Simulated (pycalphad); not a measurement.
An equivalent pycalphad script:

```python
from pycalphad import Database, equilibrium, calculate, variables as v
import numpy as np
db = Database('COST507.tdb')
comps = ['AL', 'SI', 'VA']
phases = ['DIAMOND_A4', 'FCC_A1', 'LIQUID']
eq = equilibrium(db, comps, phases, {v.X('SI'): 0.327, v.T: np.arange(2350, 499, -75), v.P: 101325, v.N: 1}, output=['HM', 'SM'])
```

CALPHAD calculation (pycalphad, COST 507 light-alloy database (1999)), 1 atm. The database dates from 1999; later assessments differ in places, in temperatures and in the compounds included. Amounts are mole fractions of atoms.

Results at three of the temperatures:

```
T = 2050.00 K, P = 101325 Pa, N = 1 mol of atoms
G = -137076 J/mol, H = 71993 J/mol, S = 101.98 J/(mol K)  (SER reference)
chemical potentials (J/mol): Al -141480, Si -128012
phase             fraction      x(Al)      x(Si)
LIQUID              1.0000     0.6730     0.3270
```

```
T = 1000.00 K, P = 101325 Pa, N = 1 mol of atoms
G = -40461 J/mol, H = 34162 J/mol, S = 74.62 J/(mol K)  (SER reference)
chemical potentials (J/mol): Al -45359, Si -30382
phase             fraction      x(Al)      x(Si)
LIQUID              0.8637     0.7792     0.2208
DIAMOND_A4          0.1363   6.64e-06     1.0000
```

```
T = 775.00 K, P = 101325 Pa, N = 1 mol of atoms
G = -26109 J/mol, H = 12680 J/mol, S = 50.05 J/(mol K)  (SER reference)
chemical potentials (J/mol): Al -28861, Si -20446
phase             fraction      x(Al)      x(Si)
FCC_A1              0.6783     0.9922     0.0078
DIAMOND_A4          0.3217   1.91e-07     1.0000
```

Changes of the phase set, refined by bisection:

```csv
T (°C),phases above,phases below
865.8,LIQUID,DIAMOND_A4 + LIQUID
577.0,DIAMOND_A4 + LIQUID,DIAMOND_A4 + FCC_A1
```

FCC_A1 is fcc; DIAMOND_A4 is diamond (Si).
